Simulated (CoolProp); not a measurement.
Vapour-liquid equilibrium of R134a (1) + R1234ze(E) (2) at 0.0233 MPa; x and y are mole fractions of (1).

Model: multi-fluid Helmholtz-energy mixture model, Tillner-Roth 1994 and Thol 2016; pair parameters Bell 2022, in CoolProp.

Task: Give the bubble temperature and the first vapour's composition at x = 0.35, 0.65, 0.95. Is there an azeotrope?

Result: x = 0.35: 221.6 K, y = 0.446; x = 0.65: 220.2 K, y = 0.704; x = 0.95: 219.3 K, y = 0.956. No azeotrope shows between x = 0.05 and 0.95.

Pair parameters are fitted to limited data, so mixtures are less certain than the pure fluids.
